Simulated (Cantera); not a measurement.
**Thermodynamics of silicon oxide and oxynitride deposition, feed SiCl4 + O2**

Input: 1 mol SiCl4, 25 mol O2, equilibrated at 0.530 bar.

Cantera equilibrium calculation (NASA polynomials, part measured and part estimated; ideal gas, pure solids and liquids). Candidate condensed phases: Si, SiO2; 15 gas species. The tables hold silica as quartz up to 1696 K and as liquid above; real silica turns to tridymite and cristobalite and melts near 1996 K. Rates play no part.

```
T (°C)   x O2   x Cl2      x Cl     x ClO       x O   x SiCl4  n SiO2(α-quartz)  n SiO2(β-quartz)  n SiO2(condensed)
------  -----  ------  --------  --------  --------  --------  ----------------  ----------------  -----------------
277     0.923  0.0769  7.98e-10  2.95e-10    <1e-12    <1e-12              1.00                 0                  0
427     0.923  0.0769   2.52e-7   3.42e-8    <1e-12    <1e-12              1.00                 0                  0
577     0.923  0.0769   1.06e-5   7.44e-7    <1e-12    <1e-12                 0              1.00                  0
727     0.923  0.0768  0.000148   6.43e-6  2.07e-10    <1e-12                 0              1.00                  0
877     0.923  0.0763   0.00104   3.17e-5   1.10e-8  1.15e-11                 0              1.00                  0
1027    0.921  0.0744   0.00465  0.000107   2.33e-7  2.10e-10                 0              1.00                  0
1177    0.916  0.0688    0.0149  0.000272   2.64e-6   1.87e-9                 0              1.00                  0
1327    0.906  0.0572    0.0361  0.000546   1.90e-5   8.71e-9                 0              1.00                  0
1477    0.891  0.0399    0.0680  0.000872   9.70e-5   2.02e-8                 0                 0              1.000
```
x: gas mole fraction; n: condensed amount in mol.

From 277 °C to 427 °C the condensed part is SiO2(α-quartz). From 577 °C to 1327 °C the condensed part is SiO2(β-quartz). At 1477 °C the condensed part is SiO2(condensed).
